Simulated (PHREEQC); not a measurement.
## Metal-bearing waste water

Make-up at 82 °C: 0.068 mol/kgw CuSO4 and 0.00026 mol/kgw CuCl2. Closed to the air; pH follows from the charge balance.

Model: ion-association model, wateq4f.dat, run in PHREEQC.

Precipitation was switched off in this run.

Q: Estimate the pH, ionic strength.

A: pH 4.07; ionic strength 0.142 mol/kgw.

Q: In which forms is Cl present?

A: Cl- 76 %, CuCl+ 24 % of the Cl.

Saturation is exceeded, for instance for Tenorite (slow to form); the values hold only as long as no solid forms. Species that the database lacks are ignored. Constants without temperature data keep their 25 °C values here.
